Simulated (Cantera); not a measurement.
A closed system holds: 1 mol SO₂, 4.1 mol H₂O, 0.93 mol O₂, held at 2625 K and 20.0 bar.

Equilibrium computed with Cantera from the NASA thermochemical tables; the gas is ideal and each condensed phase is pure. Candidate condensed phases: H₂O, H₂SO₄, S; 19 gas species. Rates play no part.

Base state: H₂O 0.657, SO₂ 0.163, O₂ 0.148, OH 0.0233, H₂ 0.00404, O 0.00224, SO 0.00105, H 0.000604 (mole fractions); condensed: gas only.

Question: What changes in the equilibrium state with this change: temperature from 2625 K to 1848.15 K?

Answer: 
```
species    before    after
-------  --------  -------
H₂O         0.657    0.680
SO₂         0.163    0.163
O₂          0.148    0.153
OH         0.0233  0.00104
H        0.000604  6.76e-7
SO        0.00105  3.13e-6
O         0.00224  1.66e-5
H₂        0.00404  3.24e-5
```

Question: What changes in the equilibrium state with this change: SO₂ replaced by PH₃?

Answer: 
| species | before | after |
|---|---|---|
| H₂O | 0.657 | 0.635 |
| H₂ | 0.00404 | 0.207 |
| PO₂ | 0 | 0.111 |
| SO₂ | 0.163 | 0 |
| O₂ | 0.148 | 5.29e-5 |
| PO | 0 | 0.0396 |
| OH | 0.0233 | 0.00315 |
| SO | 0.00105 | 0 |
| SO₃ | 0.000420 | 0 |
Gases not in the tables: HPO₂, HPO₃ and P₄O₆. Further candidate phases: P, P₄O₁₀.
